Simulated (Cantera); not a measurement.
**Stirred combustor or abatement burner**

A perfectly stirred reactor is fed with 14.3 % H2, 7.14 % O2, 78.6 % N2, equivalence ratio 1.0, at 1.00 bar; it is adiabatic with a 500 K inlet, and is followed from long to short residence time, starting on the burning branch (τ in s: 0.067, 0.023, 0.008, 0.0028, 0.00096, 0.00033, 0.00011, 4e-05, 1.4e-05, 4.8e-06).

Model: the H2/O2 subset of GRI-Mech 3.0, which has no nitrogen chemistry, integrated in Cantera.

```json
[
 {"τ (s)": "0.067", "T (K)": "1562", "x H2": "0.00411", "x O2": "0.00196", "x OH": "0.000772", "x O": "0.000101", "x H2O2": "1.69e-7", "x H2O": "0.149", "x H": "0.000601"},
 {"τ (s)": "0.023", "T (K)": "1543", "x H2": "0.00571", "x O2": "0.00279", "x OH": "0.00104", "x O": "0.000200", "x H2O2": "2.82e-7", "x H2O": "0.146", "x H": "0.00120"},
 {"τ (s)": "0.0080", "T (K)": "1516", "x H2": "0.00779", "x O2": "0.00395", "x OH": "0.00135", "x O": "0.000384", "x H2O2": "4.64e-7", "x H2O": "0.143", "x H": "0.00234"},
 {"τ (s)": "0.0028", "T (K)": "1474", "x H2": "0.0104", "x O2": "0.00554", "x OH": "0.00165", "x O": "0.000700", "x H2O2": "7.57e-7", "x H2O": "0.139", "x H": "0.00438"},
 {"τ (s)": "0.00096", "T (K)": "1411", "x H2": "0.0139", "x O2": "0.00786", "x OH": "0.00184", "x O": "0.00119", "x H2O2": "1.20e-6", "x H2O": "0.133", "x H": "0.00786"},
 {"τ (s)": "0.00033", "T (K)": "1320", "x H2": "0.0196", "x O2": "0.0116", "x OH": "0.00177", "x O": "0.00174", "x H2O2": "1.67e-6", "x H2O": "0.124", "x H": "0.0126"},
 {"τ (s)": "0.00011", "T (K)": "1126", "x H2": "0.0482", "x O2": "0.0261", "x OH": "0.000948", "x O": "0.00130", "x H2O2": "1.75e-6", "x H2O": "0.0941", "x H": "0.0116"},
 {"τ (s)": "4.0e-5", "T (K)": "500", "x H2": "0.143", "x O2": "0.0714", "x OH": "<1e-12", "x O": "<1e-12", "x H2O2": "<1e-12", "x H2O": "<1e-12", "x H": "<1e-12"},
 {"τ (s)": "1.4e-5", "T (K)": "500", "x H2": "0.143", "x O2": "0.0714", "x OH": "<1e-12", "x O": "<1e-12", "x H2O2": "<1e-12", "x H2O": "<1e-12", "x H": "<1e-12"},
 {"τ (s)": "4.8e-6", "T (K)": "500", "x H2": "0.143", "x O2": "0.0714", "x OH": "<1e-12", "x O": "<1e-12", "x H2O2": "<1e-12", "x H2O": "<1e-12", "x H": "<1e-12"}
]
```
x: mole fraction; the columns are a selection and need not sum to one.
